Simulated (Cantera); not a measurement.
Input: 1 mol SiO2, 1.8 mol MgCl2, 0.45 mol O2, held at 1552 °C and 1330 Pa.

Equilibrium computed with Cantera from the NASA thermochemical tables; the gas is ideal and each condensed phase is pure. Candidate condensed phases: Mg, MgCl2, MgO, MgSiO3, Mg2SiO4, Si, SiO2; 20 gas species. Mutual solubility and eutectic melting of coexisting phases are not modelled. The tables hold silica as quartz up to 1696 K and as liquid above; real silica turns to tridymite and cristobalite and melts near 1996 K. Condensed phases not in the tables: alloys, solid solutions and most ternary compounds. Rates play no part.

Base state: Cl 0.493, MgCl2 0.440, O2 0.0417, Cl2 0.0257, O 0.000272, ClO 0.000202 (mole fractions); condensed: MgSiO3(s) + SiO2(condensed).

Problem. What changes in the equilibrium state with this change: temperature from 1552 °C to 575 °C?

Solution. 
```json
[
 {"species": "Cl2", "before": "0.0257", "after": "1.000"},
 {"species": "Cl", "before": "0.493", "after": "0.000233"},
 {"species": "MgCl2", "before": "0.440", "after": "9.22e-5"},
 {"species": "O2", "before": "0.0417", "after": "1.68e-7"},
 {"species": "O", "before": "0.000272", "after": "<1e-9"},
 {"species": "ClO", "before": "0.000202", "after": "1.11e-9"},
 {"species": "MgSiO3(s), mol", "before": "0.688", "after": "0.900"},
 {"species": "SiO2(condensed), mol", "before": "0.312", "after": "0"},
 {"species": "MgCl2(s), mol", "before": "0", "after": "0.900"},
 {"species": "SiO2(β-quartz), mol", "before": "0", "after": "0.1000"}
]
```
